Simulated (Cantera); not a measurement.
An isothermal, constant-pressure homogeneous reactor starts with 32.3 % NO, 67.7 % N₂, at 2073 K and 760 Torr.

Computed with Cantera and GRI-Mech 3.0 (53 species, 325 reactions).

x: mole fraction; the columns are a selection and need not sum to one.

```
t (s)        x NO       x NO₂      x O₂    x N₂O       x O   x N₂
--------  -------  ----------  --------  -------  --------  -----
0.000800    0.322  (withheld)   8.49e-5  4.96e-5   8.74e-5  0.678
0.00277     0.321  (withheld)  0.000599  5.11e-5  0.000101  0.678
0.00961     0.317  (withheld)   0.00243  4.98e-5  0.000112  0.680
0.0333      0.304  (withheld)   0.00884  4.54e-5  0.000144  0.686
0.115       0.261  (withheld)    0.0304  3.28e-5  0.000219  0.708
0.400       0.150    0.000150    0.0859  1.07e-5  0.000344  0.764
1.39       0.0323  (withheld)     0.145  8.96e-7  0.000438  0.822
4.80      0.00869     1.16e-5     0.157  4.84e-7  0.000455  0.834
16.7      0.00830     1.11e-5     0.157  4.81e-7  0.000455  0.834
57.7      0.00830     1.11e-5     0.157  4.81e-7  0.000455  0.834
200       0.00830     1.11e-5     0.157  4.81e-7  0.000455  0.834
```

**Question.** Some entries are withheld; supply them.

**Answer.** 
- 0.000800, x NO₂: 7.51e-5
- 0.00277, x NO₂: 8.70e-5
- 0.00961, x NO₂: 9.65e-5
- 0.0333, x NO₂: 0.000122
- 0.115, x NO₂: 0.000163
- 1.39, x NO₂: 4.14e-5
